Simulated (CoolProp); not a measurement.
Saturation properties of R365MFC (Tc = 186.9 °C, pc = 3266 kPa, ω = 0.377).

The numbers come from the reference Helmholtz-energy equation of state, Lemmon 2016 in CoolProp.

```json
[
 {"T (°C)": "68.15", "p (kPa)": "251.5", "liquid cp (kJ/(kg K))": "1.473", "vapour Z": "0.9132", "surface tension (mN/m)": "10.4"},
 {"T (°C)": "72.85", "p (kPa)": "288.3", "liquid cp (kJ/(kg K))": "1.486", "vapour Z": "0.9046", "surface tension (mN/m)": "9.87"},
 {"T (°C)": "77.55", "p (kPa)": "?", "liquid cp (kJ/(kg K))": "1.498", "vapour Z": "0.8954", "surface tension (mN/m)": "?"},
 {"T (°C)": "82.25", "p (kPa)": "373.9", "liquid cp (kJ/(kg K))": "?", "vapour Z": "0.8858", "surface tension (mN/m)": "8.90"},
 {"T (°C)": "87.05", "p (kPa)": "424.5", "liquid cp (kJ/(kg K))": "1.526", "vapour Z": "0.8753", "surface tension (mN/m)": "8.41"},
 {"T (°C)": "91.75", "p (kPa)": "478.9", "liquid cp (kJ/(kg K))": "1.541", "vapour Z": "?", "surface tension (mN/m)": "7.93"},
 {"T (°C)": "96.45", "p (kPa)": "538.5", "liquid cp (kJ/(kg K))": "1.557", "vapour Z": "0.8530", "surface tension (mN/m)": "7.46"},
 {"T (°C)": "101.15", "p (kPa)": "?", "liquid cp (kJ/(kg K))": "1.573", "vapour Z": "?", "surface tension (mN/m)": "6.99"},
 {"T (°C)": "105.85", "p (kPa)": "674.3", "liquid cp (kJ/(kg K))": "1.591", "vapour Z": "0.8281", "surface tension (mN/m)": "6.53"},
 {"T (°C)": "110.55", "p (kPa)": "751.3", "liquid cp (kJ/(kg K))": "1.610", "vapour Z": "0.8146", "surface tension (mN/m)": "?"},
 {"T (°C)": "115.25", "p (kPa)": "834.7", "liquid cp (kJ/(kg K))": "1.631", "vapour Z": "0.8003", "surface tension (mN/m)": "5.62"},
 {"T (°C)": "119.95", "p (kPa)": "925.0", "liquid cp (kJ/(kg K))": "1.653", "vapour Z": "0.7853", "surface tension (mN/m)": "5.18"},
 {"T (°C)": "124.65", "p (kPa)": "1023", "liquid cp (kJ/(kg K))": "1.678", "vapour Z": "0.7694", "surface tension (mN/m)": "4.74"},
 {"T (°C)": "129.35", "p (kPa)": "?", "liquid cp (kJ/(kg K))": "1.705", "vapour Z": "0.7525", "surface tension (mN/m)": "4.31"}
]
```

Task: What belongs in the gaps?

Result: 
- 77.55, p (kPa): 328.9
- 77.55, surface tension (mN/m): 9.38
- 82.25, liquid cp (kJ/(kg K)): 1.512
- 91.75, vapour Z: 0.8644
- 101.15, p (kPa): 603.5
- 101.15, vapour Z: 0.8409
- 110.55, surface tension (mN/m): 6.07
- 129.35, p (kPa): 1128

It boils at 40.2 °C under 1 atm.

Surface tension comes from a separate correlation (Mulero 2012).
